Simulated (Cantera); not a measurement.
Charge: 1 mol PbO, 24 mol N₂, at 97.0 mbar.

Cantera equilibrium calculation (NASA polynomials, part measured and part estimated; ideal gas, pure solids and liquids). Candidate condensed phases: Pb, PbO, PbO₂, Pb₃O₄; 12 gas species. Gases not in the tables: (PbO)n polymers. Kinetics and transport are ignored. All values below are at 1052 °C.

Base state: N₂ 0.991, PbO 0.00711, Pb 0.00122, O₂ 0.000594, NO 2.77e-5 (mole fractions); condensed: PbO(l).

### Question
What changes in the equilibrium state with this change: pressure from 97.0 mbar to 1 atm?

### Answer
| species | before | after |
|---|---|---|
| N₂ | 0.991 | 0.999 |
| PbO | 0.00711 | 0.000681 |
| Pb | 0.00122 | 0.000118 |
| O₂ | 0.000594 | 5.50e-5 |
| NO | 2.77e-5 | 8.46e-6 |
| PbO(l), mol | 0.798 | 0.981 |

### Question
What changes in the equilibrium state with this change: PbO replaced by Pb?

### Answer
```csv
species,before,after
N₂,0.991,0.963
Pb,0.00122,0.0372
PbO,0.00711,0
O₂,0.000594,0
NO,2.77e-5,0
"PbO(l), mol",0.798,0
"Pb(l), mol",0,0.0734
```
